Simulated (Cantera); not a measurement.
# Thermodynamics of abatement and gas-phase synthesis, feed N₂O + H₂ + N₂

Charge: 1 mol N₂O, 0.52 mol H₂, a varied amount of N₂, equilibrated at 2900 °C and 750 Torr.

These are equilibrium values from Cantera (NASA tables, ideal gas, pure condensed phases), not measurements of a reactor. Candidate condensed phases: H₂O; 24 gas species. Equilibrium is a limit: real reactors are often held back by kinetics, nucleation or transport.

```tsv
n(N₂) (mol)	log p N₂	log p H₂O	log p O₂	log p OH	log p O	log p H	log p H₂	log p NO
0.85	-0.20	-1.00	-1.23	-1.26	-1.32	-1.33	-1.50	-1.56
1.6	-0.15	-1.14	-1.35	-1.36	-1.38	-1.37	-1.57	-1.59
3	-0.11	-1.33	-1.51	-1.50	-1.46	-1.42	-1.68	-1.66
5.6	-0.07	-1.59	-1.73	-1.68	-1.57	-1.50	-1.83	-1.75
11	-0.05	-1.94	-2.02	-1.92	-1.71	-1.60	-2.04	-1.88
20	-0.03	-2.31	-2.31	-2.18	-1.86	-1.71	-2.26	-2.01
37	-0.02	-2.76	-2.65	-2.50	-2.03	-1.85	-2.54	-2.18
```
log p: log10 of the partial pressure in bar; nothing condenses.

From 0.85 mol N₂ to 37 mol N₂ nothing is condensed.
